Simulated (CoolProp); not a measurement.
Saturated liquid density (kg/m³) of water: the reference equation beside estimates from Tc = 373.9 °C, pc = 22060 kPa, ω = 0.344.

Values from CoolProp's reference Helmholtz-energy equation of state, Wagner 2002.

```
T (°C)  reference  van der Waals  Peng-Robinson
------  ---------  -------------  -------------
108.65      952.0          458.5          794.1
129.75      935.0          448.3          777.3
150.85      916.2          437.5              …
171.95      895.4          426.1          738.8
193.05      872.6              …          716.6
214.15          …          401.1          692.1
235.25          …          387.2          664.6
256.35      789.3          372.2          633.8
277.45      754.8          355.6          598.6
298.55      715.1          336.9          557.8
319.65      668.0              …          509.2
```

Some entries are withheld; supply them.


- 150.85, Peng-Robinson: 758.9
- 193.05, van der Waals: 414.0
- 214.15, reference: 847.6
- 235.25, reference: 820.0
- 319.65, van der Waals: 315.4

Absolute difference from the reference over all 11 rows, mean and median: van der Waals 52.5 and 52.7 %, Peng-Robinson 19.0 and 18.3 %.
